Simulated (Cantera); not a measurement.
A closed system holds: 1 mol Si₃N₄, 0.0031 mol Si, 0.031 mol N₂, at 21.0 Torr.

Method: chemical equilibrium by Gibbs-energy minimisation in Cantera with the NASA 1993 tables (ideal gas, pure condensed phases). Candidate condensed phases: Si, Si₃N₄; 7 gas species. Rates play no part.

**Question.** Which condensed phases are stable at each of these points (T (°C)): 1352, 1452, 1552, 1652, 1752, 1852, 1952, 2052, 2152?

**Answer.** 
```csv
T (°C),condensed phases,Si condensed (%)
1352,Si₃N₄(s),100.0
1452,Si₃N₄(s),100.0
1552,Si₃N₄(s),100.0
1652,Si(l),99.9
1752,Si(l),99.8
1852,Si(l),99.5
1952,Si(l),98.7
2052,Si(l),96.7
2152,Si(l),92.1
```

From 1352 °C to 1552 °C the condensed part is Si₃N₄(s). From 1652 °C to 2152 °C the condensed part is Si(l).
